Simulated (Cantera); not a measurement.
**borazine + H2O + N2 (boron, boron nitride and boron oxide)**

Input: 1 mol borazine, 5.3 mol H2O, 190 mol N2, equilibrated at 2.50 mbar.

Equilibrium computed with Cantera from the NASA thermochemical tables; the gas is ideal and each condensed phase is pure. Candidate condensed phases: B, BN, B2O3, B3O3H3, H2O; 39 gas species. The feed counts by its element totals alone. The numbers say what is thermodynamically allowed, not how fast it happens.

| T (K) | log p N2 | log p H2 | log p HBO2 | log p H2O | log p B2O3 | log p H | n B2O3(l) |
|---|---|---|---|---|---|---|---|
| 1073 | -2.62 | -4.03 | -6.47 | -5.01 | -10.06 | -9.87 | 1.49 |
| 1173 | -2.62 | -4.03 | -5.77 | -5.04 | -8.43 | -8.94 | 1.43 |
| 1273 | -2.62 | -4.03 | -5.23 | -5.15 | -7.06 | -8.16 | 1.26 |
| 1373 | -2.62 | -4.03 | -4.88 | -5.46 | -5.90 | -7.49 | 0.871 |
| 1473 | -2.62 | -4.03 | -4.74 | -5.91 | -5.04 | -6.92 | 0 |
| 1573 | -2.62 | -4.04 | -4.75 | -5.81 | -5.04 | -6.41 | 0 |
| 1673 | -2.62 | -4.04 | -4.75 | -5.71 | -5.05 | -5.96 | 0 |
| 1773 | -2.62 | -4.05 | -4.76 | -5.61 | -5.06 | -5.57 | 0 |
| 1873 | -2.62 | -4.06 | -4.76 | -5.51 | -5.10 | -5.22 | 0 |
log p: log10 of the partial pressure in bar; n: condensed amount in mol.

From 1073 K to 1373 K the condensed part is B2O3(l). From 1473 K to 1873 K nothing is condensed. The main B-bearing gas is HBO2 throughout.
